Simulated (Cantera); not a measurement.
Feed: 1 mol Al(CH3)3, 21 mol NH3, 440 mol N2, equilibrated at 1475 °C and 0.0160 bar.

Equilibrium computed with Cantera from the NASA thermochemical tables; the gas is ideal and each condensed phase is pure. Candidate condensed phases: Al, AlN, C, C6H6, C7H8, C8H18; 97 gas species. The feed counts by its element totals alone. Rates play no part.

Base state: N2 0.925, H2 0.0732, HCN 0.00123, H 0.000489, Al 4.40e-5, HNC 4.14e-5 (mole fractions); condensed: AlN(s) + C(graphite).

Q: What changes in the equilibrium state with this change: temperature from 1475 °C to 1625 °C?

A: 
| species | before | after |
|---|---|---|
| N2 | 0.925 | 0.923 |
| H2 | 0.0732 | 0.0717 |
| HCN | 0.00123 | 0.00248 |
| Al | 4.40e-5 | 0.00138 |
| AlH | 7.92e-7 | 1.65e-5 |
| H | 0.000489 | 0.00166 |
| C2H2 (acetylene) | 8.27e-6 | 2.70e-5 |
| HNC | 4.14e-5 | 0.000116 |
| AlN(s), mol | 0.978 | 0.321 |
| C(graphite), mol | 2.37 | 1.70 |
